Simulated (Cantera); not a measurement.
What does this Cantera script print?

```python
import numpy as np
import cantera as ct

gas_names = """
    Fe H H2 H2S S SH S2 S8
""".split()
cond_names = """
    Fe(a) Fe(c) Fe(d) Fe(L) FeS(a) FeS(b) FeS(c) FeS(L) FeS2(s) S(cr1) S(cr2) S(L)
""".split()


def load(file, names, dense=False):
    # The tables refer to 1 bar. Condensed volumes are neglected.
    table = {s.name: s for s in ct.Species.list_from_file(file)}
    out = []
    for n in names:
        d = dict(table[n].input_data)
        d["thermo"] = dict(d["thermo"], **{"reference-pressure": 1e5})
        if dense:
            d["equation-of-state"] = {"model": "constant-volume", "density": "1e6 g/cm^3"}
        out.append(ct.Species.from_dict(d))
    return out


gas = ct.Solution(thermo="ideal-gas", species=load("nasa_gas.yaml", gas_names))
cond = {s.name: ct.Solution(thermo="fixed-stoichiometry", species=[s], name=s.name)
        for s in load("nasa_condensed.yaml", cond_names, dense=True)}
atoms = {
    'FeS2': {'Fe': 1, 'S': 2},
    'H2': {'H': 2},
}
top_T = {'FeS2(s)': 1010}  # K; cautious upper limits of use, not melting points


def equilibrate(T, P, feed):
    n = {}
    for name, mol in feed.items():
        for a, k in atoms[name].items():
            n[a] = n.get(a, 0.0) + k * mol
    gas.TPX = T, P, n
    mass = sum(n.values()) * gas.mean_molecular_weight
    gas.equilibrate("TP")
    valid = [c for c in cond.values() if c.min_temp <= T <= top_T.get(c.name, c.max_temp)]
    mix = ct.Mixture([(gas, mass / gas.mean_molecular_weight)] + [(c, 0.0) for c in valid])
    mix.T, mix.P = T, P
    mix.equilibrate("TP", solver="vcs", rtol=1e-11, max_steps=5000)
    return mix


results = []
feed = {'FeS2': 1, 'H2': 6.6}  # mol
T = 2198  # K
P = 100000  # Pa
mix = equilibrate(T, P, feed)
results.append((T, P, feed, dict(zip(mix.species_names, mix.species_moles))))
print(gas.report(threshold=1e-06))
for i in range(1, mix.n_phases):
    print(f"{mix.phase(i).name:16s} {mix.phase_moles(i):12.5e} mol")
```

Result:

```
       temperature   2198 K
          pressure   1e+05 Pa
           density   0.036557 kg/m^3
  mean mol. weight   6.6809 kg/kmol
   phase of matter   gas

                          1 kg             1 kmol
                     ---------------   ---------------
          enthalpy        1.0463e+07        6.9903e+07  J
   internal energy        7.7277e+06        5.1628e+07  J
           entropy             30950        2.0677e+05  J/K
    Gibbs function       -5.7565e+07       -3.8458e+08  J
 heat capacity c_p            5411.8             36156  J/K
 heat capacity c_v            4167.3             27841  J/K

                      mass frac. Y      mole frac. X     chem. pot. / RT
                     ---------------   ---------------   ---------------
                Fe          0.013621         0.0016295           -8.6777
                 H        0.00078861         0.0052268           -9.9561
                H2           0.26584           0.88097           -19.912
               H2S           0.29772           0.05837           -34.258
                 S         0.0091067         0.0018977           -14.346
                SH           0.09073          0.018331           -24.302
                S2           0.32219           0.03357           -28.693
     [   +1 minor]        1.2316e-18        3.2082e-20

Fe(L)             0.00000e+00 mol
FeS(L)            9.88693e-01 mol
S(L)              0.00000e+00 mol
```

Equilibrium computed with Cantera from the NASA thermochemical tables; the gas is ideal and each condensed phase is pure. FeS: taken at fixed stoichiometry.
